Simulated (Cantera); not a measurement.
A Cantera script and what it prints.

```python
import numpy as np
import cantera as ct

gas_names = """
    H HNO HNO2 HNO3 HO2 H2 H2O H2O2 Hg N NH NH2 NH3 NH2OH NO NO2 NO3 N2 N2H2 N2H4 N2O O OH O2 O3
""".split()
cond_names = """
    H2O(s) H2O(L) Hg(cr) Hg(L) HgO(s)
""".split()


def load(file, names, dense=False):
    # The tables refer to 1 bar. Condensed volumes are neglected.
    table = {s.name: s for s in ct.Species.list_from_file(file)}
    out = []
    for n in names:
        d = dict(table[n].input_data)
        d["thermo"] = dict(d["thermo"], **{"reference-pressure": 1e5})
        if dense:
            d["equation-of-state"] = {"model": "constant-volume", "density": "1e6 g/cm^3"}
        out.append(ct.Species.from_dict(d))
    return out


gas = ct.Solution(thermo="ideal-gas", species=load("nasa_gas.yaml", gas_names))
cond = {s.name: ct.Solution(thermo="fixed-stoichiometry", species=[s], name=s.name)
        for s in load("nasa_condensed.yaml", cond_names, dense=True)}
atoms = {
    'HgO': {'Hg': 1, 'O': 1},
    'H2': {'H': 2},
    'N2': {'N': 2},
}
top_T = {}  # K; cautious upper limits of use, not melting points


def equilibrate(T, P, feed):
    n = {}
    for name, mol in feed.items():
        for a, k in atoms[name].items():
            n[a] = n.get(a, 0.0) + k * mol
    gas.TPX = T, P, n
    mass = sum(n.values()) * gas.mean_molecular_weight
    gas.equilibrate("TP")
    valid = [c for c in cond.values() if c.min_temp <= T <= top_T.get(c.name, c.max_temp)]
    mix = ct.Mixture([(gas, mass / gas.mean_molecular_weight)] + [(c, 0.0) for c in valid])
    mix.T, mix.P = T, P
    mix.equilibrate("TP", solver="vcs", rtol=1e-11, max_steps=5000)
    return mix


results = []
T = 525  # K
P = 210000  # Pa
for m in [2.2, 3, 4.3, 6.1, 8.7, 12, 17, 25, 35, 50, 71]:
    feed = {'HgO': 1, 'H2': 0.067, 'N2': m}  # mol
    mix = equilibrate(T, P, feed)
    results.append((T, P, feed, dict(zip(mix.species_names, mix.species_moles))))

top = {s: max(r[3][s] / sum(r[3][g] for g in gas_names) for r in results) for s in gas_names}
cols = sorted((s for s in top if top[s] > 0.0001), key=lambda s: -top[s])[:8]
seen = [c for c in cond_names if any(r[3].get(c, 0) > 1e-12 for r in results)]
print("log10 of partial pressures in bar; condensed amounts in mol")
print(f"{'n(N2)':>10s}" + "".join(f"{s[:9]:>10s}" for s in cols + seen))
for T, P, feed, n in results:
    ng = sum(n[g] for g in gas_names)
    print(f"{feed['N2']:10.4g}" + "".join(f"{np.log10(max(n[s] / ng * P / 1e5, 1e-99)):10.3f}" for s in cols)
          + "".join(f"{n.get(c, 0):10.4g}" for c in seen))
```

Output:

```
log10 of partial pressures in bar; condensed amounts in mol
     n(N2)        N2        Hg       H2O        O2    HgO(s)
       2.2     0.297    -1.220    -1.220    -6.343     0.933
         3     0.303    -1.348    -1.348    -6.087     0.933
       4.3     0.309    -1.498    -1.499    -5.785     0.933
       6.1     0.313    -1.646    -1.646    -5.490     0.933
       8.7     0.316    -1.798    -1.798    -5.187    0.9329
        12     0.317    -1.935    -1.936    -4.913    0.9329
        17     0.319    -2.083    -2.086    -4.616    0.9326
        25     0.320    -2.244    -2.252    -4.294    0.9318
        35     0.321    -2.378    -2.397    -4.027    0.9299
        50     0.321    -2.503    -2.552    -3.776     0.925
        71     0.321    -2.601    -2.704    -3.579    0.9152
```

These are equilibrium values from Cantera (NASA tables, ideal gas, pure condensed phases), not measurements of a reactor.
